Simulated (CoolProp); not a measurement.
Vapour pressure (MPa) of hexamethyldisiloxane (MM): the reference equation beside estimates from Tc = 245.6 °C, pc = 1.931 MPa, ω = 0.418. Clausius-Clapeyron is anchored at -5.45 °C with a constant enthalpy of vaporisation of 39.39 kJ/mol.

Computed with CoolProp (reference Helmholtz-energy equation of state, Thol 2016).

```csv
T (°C),reference,Clausius-Clapeyron,Redlich-Kwong,Soave-Redlich-Kwong,Peng-Robinson
-39.65,6.523e-5,7.135e-5,0.0008966,6.826e-5,8.067e-5
-22.55,0.0002788,0.0002849,0.002675,0.0002843,0.0003224
-5.45,0.0009531,0.0009531,0.006696,0.0009565,0.001050
11.75,0.002738,0.002774,0.01466,0.002724,0.002912
28.85,0.006757,0.007114,0.02863,0.006697,0.007012
46.05,0.01487,0.01657,0.05133,0.01473,0.01517
63.15,0.02951,0.03523,0.08536,0.02930,0.02980
80.35,0.05419,0.06993,0.1342,0.05401,0.05438
97.45,0.09264,0.1298,0.2002,0.09278,0.09271
114.65,0.1500,0.2288,0.2875,0.1511,0.1501
131.75,0.2311,0.3833,0.3978,0.2339,0.2316
148.95,0.3426,0.6175,0.5355,0.3486,0.3443
166.05,0.4899,0.9558,0.7018,0.5006,0.4941
```

Absolute difference from the reference over all 13 rows, mean and median: Clausius-Clapeyron 31.7 and 19.4 %, Redlich-Kwong 342.9 and 189.3 %, Soave-Redlich-Kwong 1.3 and 0.9 %, Peng-Robinson 5.0 and 1.0 %.
